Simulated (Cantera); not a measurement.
A closed system holds: 1 mol Al, 8 mol CO, 76 mol N2, at 0.350 bar.

Method: chemical equilibrium by Gibbs-energy minimisation in Cantera with the NASA 1993 tables (ideal gas, pure condensed phases). Candidate condensed phases: Al, AlN, Al2O3, C; 32 gas species. Condensed phases not in the tables: aluminium oxynitride. Kinetics and transport are ignored.

x: gas mole fraction; n: condensed amount in mol.

```
T (K)   x N2    x CO     x CO2    x Al  n Al2O3(s)  n C(graphite)  n AlN(s)
-----  -----  ------  --------  ------  ----------  -------------  --------
873    0.932  0.0554    0.0122  <1e-12       0.500           2.49         0
973    0.923  0.0750   0.00197  <1e-12       0.500           1.66         0
1073   0.921  0.0782  0.000301  <1e-12       0.500           1.52         0
1173   0.921  0.0787   6.04e-5  <1e-12       0.500           1.50         0
1273   0.921  0.0788   1.56e-5  <1e-12       0.500           1.50         0
1373   0.921  0.0788   4.94e-6  <1e-12       0.500           1.50         0
1473   0.921  0.0788   1.84e-6       …       0.500           1.50         0
1573   0.921  0.0788   7.81e-7       …       0.500           1.50         0
1673   0.904  0.0958   5.46e-7       …           0              0     1.000
1773   0.904  0.0958   2.91e-7       …           0              0     1.000
1873   0.904  0.0958   2.40e-7       …           0              0     0.999
1973   0.904  0.0958   1.33e-7       …           0              0     0.995
2073   0.904  0.0957   6.65e-8       …           0              0     0.966
```

Problem. Fill in the missing entries.

Solution. 
- 1473, x Al: 1.57e-11
- 1573, x Al: 2.52e-9
- 1673, x Al: 6.12e-8
- 1773, x Al: 8.01e-7
- 1873, x Al: 7.93e-6
- 1973, x Al: 6.20e-5
- 2073, x Al: 0.000396
